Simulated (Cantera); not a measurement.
# Pyrogenic steam for wet oxidation

An isothermal, constant-pressure homogeneous reactor starts with 6.40 % H2, 4.93 % O2, 88.7 % N2, at 1323 K and 22000 Pa.

Computed with Cantera and the H2/O2 subset of GRI-Mech 3.0, which has no nitrogen chemistry. The temperature is held fixed by assumption; the heat of reaction is taken as removed at once.

| t (s) | x H2 | x O2 | x H2O | x O | x HO2 |
|---|---|---|---|---|---|
| 4.00e-5 | 0.0640 | 0.0493 | 1.99e-8 | 5.44e-9 | 1.60e-8 |
| 0.000105 | 0.0640 | 0.0493 | 6.21e-7 | 1.07e-7 | 4.94e-8 |
| 0.000276 | 0.0628 | 0.0487 | 0.000862 | 0.000138 | 3.26e-6 |
| 0.000726 | 0.00712 | 0.0226 | 0.0448 | 0.00697 | 2.36e-6 |
| 0.00191 | 0.00486 | 0.0204 | 0.0545 | 0.00355 | 2.23e-6 |
| 0.00502 | 0.00191 | 0.0184 | 0.0625 | 0.00110 | 1.94e-6 |
| 0.0132 | 0.000361 | 0.0178 | 0.0655 | 0.000190 | 1.25e-6 |
| 0.0346 | 4.79e-5 | 0.0178 | 0.0660 | 2.49e-5 | 3.63e-7 |
| 0.0910 | 8.06e-6 | 0.0178 | 0.0661 | 4.31e-6 | 7.69e-8 |
| 0.239 | 1.93e-6 | 0.0178 | 0.0661 | 1.06e-6 | 2.00e-8 |
| 0.629 | 5.92e-7 | 0.0178 | 0.0661 | 3.29e-7 | 7.28e-9 |
| 1.65 | 2.33e-7 | 0.0178 | 0.0662 | 1.30e-7 | 4.46e-9 |
| 4.34 | 1.46e-7 | 0.0178 | 0.0662 | 8.07e-8 | 4.08e-9 |
| 11.4 | 1.38e-7 | 0.0178 | 0.0662 | 7.62e-8 | 4.06e-9 |
| 30.0 | 1.38e-7 | 0.0178 | 0.0662 | 7.62e-8 | 4.06e-9 |
x: mole fraction; the columns are a selection and need not sum to one.

Equilibrium at this temperature and pressure: H2 1.38e-7, O2 0.0178, H2O 0.0662, O 7.62e-8, HO2 4.06e-9 (gas phase only).
